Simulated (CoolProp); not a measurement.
A single-stage vapour-compression cycle with the fluid: evaporating at 232.15 K (dew point), condensing at 255.15 K (bubble point), superheat 10 K, subcooling 8 K, compressor efficiency 0.8, no pressure losses. The same conditions are run with several fluids, on thermodynamics alone (safety and materials aside).

Model: reference Helmholtz-energy equation of state of each fluid (R407C: Lemmon 2003; C2F6 (R116): Lemmon 2006; ethylene: Smukala 2000; CH3F (R41): Lemmon 2006; propane: Lemmon 2009; R124: de Vries 1995), in CoolProp. Blends and air are pseudo-pure fits.

| fluid | cooling COP | pressure ratio | discharge temperature (K) | refrigerating effect (kJ/kg) | volumetric capacity (kJ/m³) |
|---|---|---|---|---|---|
| R407C | 5.75 | 3.71 | 297.4 | 231 | 828 |
| C2F6 (R116) | 7.38 | 2.13 | 266.8 | ___ | 3630 |
| ethylene | 6.73 | 1.89 | 287.0 | ___ | 7990 |
| CH3F (R41) | 7.22 | 2.19 | ___ | ___ | 4260 |
| propane | 7.72 | 2.47 | 279.7 | 405 | ___ |
| R124 | 7.81 | 3.12 | 275.9 | 170 | ___ |

**Question.** What belongs in the gaps?

**Answer.** 
- C2F6 (R116), refrigerating effect (kJ/kg): 89.3
- ethylene, refrigerating effect (kJ/kg): 335
- CH3F (R41), discharge temperature (K): 299.0
- CH3F (R41), refrigerating effect (kJ/kg): 409
- propane, volumetric capacity (kJ/m³): 976
- R124, volumetric capacity (kJ/m³): 292
